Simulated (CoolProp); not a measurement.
Vapour-liquid equilibrium of R22 (1) + n-hexane (2) at 23.25 °C; x and y are mole fractions of (1).

The numbers come from the multi-fluid Helmholtz-energy mixture model, Kamei 1995 and Thol 2019; pair parameters Bell 2016 in CoolProp.

```csv
x,bubble pressure (bar),y at the bubble point,dew pressure at overall composition x (bar),liquid density (mol/L)
0.05,0.8850,0.792,0.1966,7.812
0.125,1.896,0.906,0.2135,8.119
0.2,2.836,0.939,0.2335,8.445
0.275,3.687,0.955,0.2576,8.792
0.35,4.449,0.964,0.2872,9.161
0.425,5.128,0.971,0.3244,9.556
0.5,5.742,0.975,0.3727,9.979
0.575,6.313,0.979,0.4378,10.43
0.65,6.864,0.982,0.5304,10.92
0.725,7.422,0.986,0.6726,11.45
0.8,8.013,0.989,0.9188,12.03
0.875,8.664,0.993,1.448,12.66
0.95,9.402,0.997,3.373,13.35
```

No azeotrope shows between x = 0.05 and 0.95.

Pair parameters are fitted to limited data, so mixtures are less certain than the pure fluids. The gap from Raoult's law changes sign with composition, which may be real or a fault of the pair parameters; it wasn't checked against measurements.
